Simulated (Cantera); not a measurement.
A freely propagating, adiabatic, planar premixed flame of 31.5 % H₂, 12.1 % O₂, 55.8 % N₂, 0.473 % H₂O, unburnt at 625 K and 278 Torr; mixture-averaged transport, grid criteria slope 0.08 and curve 0.16, no radiation.

Cantera simulation using the H2/O2 subset of GRI-Mech 3.0, which has no nitrogen chemistry; the numbers are that mechanism's predictions, not measurements. Burning velocities carry a grid error of a few per cent, more on coarse grids.

x: mole fraction of selected species; z is measured from the peak of heat release.

| z (mm) | T (K) | u (m/s) | x H₂ | x O₂ | x O | x H | x HO₂ | x H₂O₂ |
|---|---|---|---|---|---|---|---|---|
| -5.45 | 625 | 7.10 | 0.315 | 0.121 | <1e-8 | <1e-8 | <1e-8 | <1e-8 |
| -3.63 | 625 | 7.10 | 0.315 | 0.121 | <1e-8 | <1e-8 | <1e-8 | <1e-8 |
| -2.72 | 625 | 7.10 | 0.315 | 0.121 | <1e-8 | <1e-8 | <1e-8 | <1e-8 |
| -1.82 | 625 | 7.10 | 0.315 | 0.121 | <1e-8 | 1.53e-7 | 4.62e-7 | <1e-8 |
| -0.908 | 635 | 7.20 | 0.314 | 0.121 | [?] | [?] | [?] | [?] |
| -0.454 | 780 | 8.73 | 0.289 | 0.117 | 0.000300 | 0.00838 | 6.89e-5 | 2.21e-6 |
| 0 | 1175 | 12.8 | 0.168 | 0.0729 | 0.00572 | 0.0578 | 2.78e-5 | 1.31e-6 |
| 0.454 | 1445 | 15.5 | 0.0803 | 0.0211 | 0.00912 | 0.0865 | 7.53e-6 | 1.20e-6 |
| 0.908 | 1562 | 16.6 | 0.0720 | 0.0131 | 0.00871 | 0.0813 | 4.23e-6 | 8.85e-7 |
| 1.82 | 1693 | 17.9 | 0.0748 | [?] | [?] | [?] | [?] | [?] |
| 3.63 | 1835 | 19.2 | 0.0778 | 0.00830 | 0.00620 | 0.0539 | 2.07e-6 | 2.86e-7 |
| 7.26 | 1977 | 20.4 | 0.0794 | 0.00595 | 0.00444 | 0.0404 | 1.36e-6 | 1.52e-7 |
| 14.5 | 2107 | 21.6 | 0.0798 | 0.00380 | 0.00278 | 0.0286 | 8.56e-7 | 8.53e-8 |

### Question
Complete the blanks.

### Answer

- -0.908, x O: 8.88e-6
- -0.908, x H: 0.000298
- -0.908, x HO₂: 9.83e-5
- -0.908, x H₂O₂: 1.00e-6
- 1.82, x O₂: 0.0106
- 1.82, x O: 0.00771
- 1.82, x H: 0.0682
- 1.82, x HO₂: 2.98e-6
- 1.82, x H₂O₂: 5.33e-7
